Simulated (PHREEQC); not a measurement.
A made-up water analysis in mg/L, 25 °C, pH 2.89, pe 8.1: Na 100; K 5.53; Ca 10.8; Mg 6.9; Cl 44.9; S(6) as SO4 337; Pb 16.9.

Na is adjusted to close the charge balance.
Valence states are taken as typed.

Computed with PHREEQC (ion-association model, phreeqc.dat).

Each row changes one thing in this solution. No solid was allowed to form.

```tsv
case	ionic strength (mol/kgw)	SO4-2 (mol/kgw)	HSO4- (mol/kgw)	Ca+2 (mol/kgw)	Mg+2 (mol/kgw)	Pb+2 (mol/kgw)	SI of Anglesite (PbSO4)	SI of Gypsum (CaSO4:2H2O)
as made	0.0112	0.00303	0.000277	0.000219	0.000217	4.62e-5	+0.56	-1.96
all concentrations times 3 at the same typed pH	0.0324	0.00874	0.000672	0.000567	0.000544	0.000101	+1.16	-1.29
temperature from 25 to 5 °C at the same typed pH	0.0114	0.00314	0.000194	0.000223	0.000239	4.55e-5	+0.69	-1.91
```

Some of these states are supersaturated (in Anglesite, for instance). Away from 25 °C the constants follow the database's enthalpies or fits; those with neither stay at their 25 °C values.
